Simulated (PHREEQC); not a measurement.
Dissolve 10 mmol/kgw CuSO4 at 67 °C. It is in equilibrium with CO2 at log p = -3.5 (atm). Otherwise closed; pH follows from the charge balance.

Model: ion-association model, wateq4f.dat, run in PHREEQC.

No solid was allowed to form.

Q: What pH does the model give?

A: pH 4.47.

Q: In which forms is Cu present?

A: Cu+2 67 %, CuSO4 32 %, Cu2(OH)2+2 0.8 % of the Cu.

Saturation is exceeded, for instance for Tenorite (slow to form); the values hold only as long as no solid forms. At this temperature some constants are extrapolated from 25 °C, and those without enthalpy data are left unchanged.
